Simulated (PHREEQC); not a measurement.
Make-up at 25 °C: 3.3 mmol/kgw MnSO4, 0.54 mmol/kgw NiCl2, 0.13 mmol/kgw NaF and 5.1 mmol/kgw Na2SO4. Closed to the air; pH follows from the charge balance.

The numbers come from PHREEQC with the ion-association model, wateq4f.dat.

No solid was allowed to form.

**Question.** Order these Mn species by the share of Mn that they hold, largest first: MnCl+, MnSO4, Mn+2.

**Answer.** Mn+2 (72 %), MnSO4 (28 %), MnCl+ (0.18 %)

The pH is 6.66 and the ionic strength 0.0255 mol/kgw.
